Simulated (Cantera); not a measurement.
Cantera run:

```python
import numpy as np
import cantera as ct

gas_names = """
    H HNO HNO2 HNO3 HO2 H2 H2O H2O2 N NH NH2 NH3 NH2OH NO NO2 NO3 N2 N2H2 N2H4 N2O O OH O2 O3 Si SiH
    SiH2 SiH3 SiH4 SiN SiO SiO2 Si2 Si2N Si3
""".split()
cond_names = """
    H2O(s) H2O(L) Si(cr) Si(L) SiO2(Lqz) SiO2(hqz) SiO2(L) Si2N2O(s) Si3N4(a)
""".split()


# ... load() reads the species with a 1 bar reference pressure and builds the phases ...
atoms = {
    'Si': {'Si': 1},
    'H2O': {'H': 2, 'O': 1},
    'N2': {'N': 2},
}
top_T = {'Si2N2O(s)': 2100, 'Si3N4(a)': 2400}  # K; cautious upper limits of use, not melting points


# ... equilibrate(T, P, feed) seeds the gas with the atoms and calls Mixture.equilibrate('TP', solver="vcs", rtol=1e-11, max_steps=5000) ...
results = []
feed = {'Si': 1, 'H2O': 0.014, 'N2': 770}  # mol
T = 2223.15  # K
P = 99000  # Pa
mix = equilibrate(T, P, feed)
results.append((T, P, feed, dict(zip(mix.species_names, mix.species_moles))))
x = sorted(zip(gas.X, gas.species_names), reverse=True)
print(f"T = {T:g} K  P = {P:g} Pa  gas = {mix.phase_moles(0):.4g} mol")
print("   x: " + "  ".join(f"{s} {v:.3e}" for v, s in x if v > 0.0001))
print("   condensed (mol): " + ("  ".join(f"{mix.phase(i).name} {mix.phase_moles(i):.4g}"
      for i in range(1, mix.n_phases) if mix.phase_moles(i) > 1e-12) or "none"))
```

Output:

```
T = 2223.15 K  P = 99000 Pa  gas = 770.5 mol
   x: N2 9.993e-01  Si 4.651e-04
   condensed (mol): Si(L) 0.4295
```

Cantera equilibrium calculation (NASA polynomials, part measured and part estimated; ideal gas, pure solids and liquids). The tables' values for SiN are old estimates; treat these amounts as uncertain.
